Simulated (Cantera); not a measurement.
Charge: 1 mol FeS₂, 0.078 mol H₂S, 1.3 mol O₂, 0.34 mol SO₂, equilibrated at 0.130 bar.

Cantera equilibrium calculation (NASA polynomials, part measured and part estimated; ideal gas, pure solids and liquids). Candidate condensed phases: Fe, FeO, Fe(OH)₂, Fe(OH)₃, FeS, FeSO₄, FeS₂, Fe₂O₃, Fe₂(SO₄)₃, Fe₃O₄, H₂O, H₂SO₄, S; 22 gas species. Mutual solubility and eutectic melting of coexisting phases are not modelled. FeS: taken at fixed stoichiometry. Gases not in the tables: S₃ to S₇. Equilibrium is a limit: real reactors are often held back by kinetics, nucleation or transport.

### Question
Which condensed phases are stable at each of these points (T (K)): 623, 673, 723, 773, 823, 873, 923, 973, 1023?

### Answer
```tsv
T (K)	condensed phases	Fe condensed (%)
623	FeS₂(s) + Fe₂O₃(s)	100.0
673	FeS₂(s) + Fe₂O₃(s)	100.0
723	FeS₂(s) + Fe₃O₄(s)	100.0
773	FeS₂(s) + Fe₃O₄(s)	100.0
823	FeS₂(s) + Fe₃O₄(s)	100.0
873	FeS(s) + Fe₃O₄(s)	100.0
923	FeS(s) + Fe₃O₄(s)	100.0
973	FeS(s) + Fe₃O₄(s)	100.0
1023	FeS(s) + Fe₃O₄(s)	100.0
```

From 623 K to 673 K the condensed part is FeS₂(s) + Fe₂O₃(s). From 723 K to 823 K the condensed part is FeS₂(s) + Fe₃O₄(s). From 873 K to 1023 K the condensed part is FeS(s) + Fe₃O₄(s).
